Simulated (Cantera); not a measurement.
**Ignition delay**

Mixture: CH4 : C2H6 : O2 : N2 = 1 : 0.032 : 2.58 : 9.68 (molar parts), equivalence ratio 0.82, at 2030 Torr, adiabatic and at constant volume. Ignition delay is the time to a rise of 400 K.

Detailed kinetics in Cantera: GRI-Mech 3.0 (53 species, 325 reactions).

```
T0 (K)  delay (ms)
------  ----------
1273          3.06
1323          1.70
1373         0.956
1423         0.549
1473         0.323
1523         0.195
1573         0.122
1623        0.0790
```

| Property | Value |
|---|---|
| apparent activation energy between 1523 and 1623 K | 190 kJ/mol |
